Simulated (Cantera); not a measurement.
Feed: 1 mol BN, 7.4 mol F2, 0.71 mol N2, at 1800 Pa.

Equilibrium computed with Cantera from the NASA thermochemical tables; the gas is ideal and each condensed phase is pure. Candidate condensed phases: B, BN; 13 gas species. The numbers say what is thermodynamically allowed, not how fast it happens. All values below are at 1248 K.

Base state: F 0.815, N2 0.0884, BF3 0.0731, F2 0.0238 (mole fractions); condensed: gas only.

Q: What changes in the equilibrium state with this change: pressure from 1800 Pa to 74000 Pa?

A: 
| species | before | after |
|---|---|---|
| F | 0.815 | 0.468 |
| F2 | 0.0238 | 0.323 |
| N2 | 0.0884 | 0.114 |
| BF3 | 0.0731 | 0.0946 |
| NF3 | 3.76e-7 | 0.000875 |
